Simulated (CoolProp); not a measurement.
Ethanol along the isobar 2.64 MPa: fugacity coefficient from the reference equation and from simpler models built on Tc = 514.7 K, pc = 6.268 MPa, ω = 0.644; each cubic takes its own stable root.

Computed with CoolProp (reference Helmholtz-energy equation of state, Schroeder 2014).

```json
[
 {"T (K)": "268", "phase": "liquid", "reference": "0.0004475"},
 {"T (K)": "273.7", "phase": "liquid", "reference": "0.0006725"},
 {"T (K)": "279.3", "phase": "liquid", "reference": "0.0009853"},
 {"T (K)": "284.9", "phase": "liquid", "reference": "0.001419"},
 {"T (K)": "290.6", "phase": "liquid", "reference": "0.002024"},
 {"T (K)": "296.2", "phase": "liquid", "reference": "0.002824"},
 {"T (K)": "301.9", "phase": "liquid", "reference": "0.003907"},
 {"T (K)": "307.5", "phase": "liquid", "reference": "0.005302"},
 {"T (K)": "313.1", "phase": "liquid", "reference": "0.007102"},
 {"T (K)": "318.8", "phase": "liquid", "reference": "0.009445"},
 {"T (K)": "324.4", "phase": "liquid", "reference": "0.01235"},
 {"T (K)": "330", "phase": "liquid", "reference": "0.01598"},
 {"T (K)": "335.7", "phase": "liquid", "reference": "0.02055"},
 {"T (K)": "341.3", "phase": "liquid", "reference": "0.02604"}
]
```

Q: How far does each simpler model (van der Waals, Redlich-Kwong, Soave-Redlich-Kwong, Peng-Robinson) lie from the reference over these 14 states: mean and median of the absolute difference, and the worst?

A: 
- van der Waals: mean 6449.4 %, median 4150.4 %, worst +20492.2 % at 268 K and 2.64 MPa
- Redlich-Kwong: mean 1016.2 %, median 872.7 %, worst +2127.5 % at 268 K and 2.64 MPa
- Soave-Redlich-Kwong: mean 6.9 %, median 5.2 %, worst -18.9 % at 268 K and 2.64 MPa
- Peng-Robinson: mean 3.4 %, median 3.9 %, worst +5.2 % at 341.3 K and 2.64 MPa
